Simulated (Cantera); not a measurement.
An isothermal, constant-pressure homogeneous reactor starts with N2O : H2O = 1 : 0.13 (molar parts), at 1450 K and 1.20 bar. Integrator tolerance rtol = 1e-08.

Model: GRI-Mech 3.0 (53 species, 325 reactions), integrated in Cantera. GRI-Mech 3.0 was tuned for natural gas; its chemistry of N2O as a main component is partial and can be far from experiment. The temperature is held fixed by assumption; the heat of reaction is taken as removed at once.

Task: What does this change do: pressure from 1.20 bar to 0.0133 bar?

Result: 
| quantity | before | after |
|---|---|---|
| x(N2O) at 2.00 s | 1.56e-6 (gas-phase equilibrium 6.12e-8) | 0.199 (gas-phase equilibrium 6.45e-9) |
| x(H2O) at 2.00 s | 0.0798 (gas-phase equilibrium 0.0797) | 0.0875 (gas-phase equilibrium 0.0797) |
| x(O2) at 2.00 s | 0.266 (gas-phase equilibrium 0.306) | 0.198 (gas-phase equilibrium 0.306) |
| x(H2) at 2.00 s | 1.35e-7 (gas-phase equilibrium 1.25e-7) | 4.00e-6 (gas-phase equilibrium 1.19e-6) |
| x(HO2) at 2.00 s | 1.50e-7 (gas-phase equilibrium 1.66e-7) | 9.21e-7 (gas-phase equilibrium 5.40e-8) |
| x(NO) at 2.00 s | 0.0810 (gas-phase equilibrium 0.00102) | 0.0792 (gas-phase equilibrium 0.00102) |
| x(H) at 2.00 s | 3.19e-9 (gas-phase equilibrium 3.08e-9) | 6.05e-7 (gas-phase equilibrium 8.99e-8) |
Radical loss at walls, strong at low pressure, is not modelled.

Task: What does this change do: temperature 1450 to 1325 K?

Result: 
| quantity | before | after |
|---|---|---|
| x(N2O) at 2.00 s | 1.56e-6 (gas-phase equilibrium 6.12e-8) | 4.96e-5 (gas-phase equilibrium 3.15e-8) |
| x(H2O) at 2.00 s | 0.0798 (gas-phase equilibrium 0.0797) | 0.0798 (gas-phase equilibrium 0.0797) |
| x(O2) at 2.00 s | 0.266 (gas-phase equilibrium 0.306) | 0.279 (gas-phase equilibrium 0.306) |
| x(H2) at 2.00 s | 1.35e-7 (gas-phase equilibrium 1.25e-7) | 1.88e-8 (gas-phase equilibrium 1.78e-8) |
| x(HO2) at 2.00 s | 1.50e-7 (gas-phase equilibrium 1.66e-7) | 5.53e-8 (gas-phase equilibrium 5.87e-8) |
| x(NO) at 2.00 s | 0.0810 (gas-phase equilibrium 0.00102) | 0.0552 (gas-phase equilibrium 0.000498) |
| x(H) at 2.00 s | 3.19e-9 (gas-phase equilibrium 3.08e-9) | 2.09e-10 (gas-phase equilibrium 2.00e-10) |
The mechanism lacks the step 2 NO + O2 → 2 NO2, which can matter for NO2 below about 1400 K.
